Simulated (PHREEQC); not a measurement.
KOH is added in steps, without added water, to 1 kg of water holding 0.031 mol H2SO4, 0.00035 mol ZnSO4 and 0.0026 mol MnSO4, at 25 °C. The system is closed to oxygen. No CO2 enters from the air. Only these solids could form: Pyrochroite, Zn(OH)2(e).

Base run: PHREEQC, ion-association model, phreeqc.dat. Each further column changes one thing. The table gives pH.

```csv
KOH added (mol),base,Davies equation for every ion,metal-ligand complexes left out,database wateq4f.dat,all activity coefficients set to 1
0,1.46,1.48,1.47,1.46,1.43
0.0057,1.52,1.53,1.52,1.52,1.49
0.0114,1.57,1.59,1.58,1.57,1.56
0.0171,1.64,1.65,1.65,1.64,1.63
0.0228,1.71,1.72,1.72,1.71,1.71
0.0285,1.79,1.80,1.81,1.79,1.81
0.0342,1.89,1.90,1.91,1.89,1.92
0.0418,2.04,2.06,2.07,2.05,2.09
0.0475,2.20,2.22,2.23,2.21,2.27
0.0532,2.44,2.45,2.47,2.44,2.52
0.0589,2.91,2.92,2.94,2.91,3.00
0.0646,9.31,9.32,9.19,9.31,9.35
0.0703,11.26,11.27,11.25,11.26,11.37
0.076,11.78,11.80,11.78,11.79,11.90
```

 phreeqc.dat and wateq4f.dat share most of their constants, so their agreement is no independent check. Solids allowed in the column 'database wateq4f.dat': Pyrochroite, Zn(OH)2-e, Zn4(OH)6SO4, Goslarite.
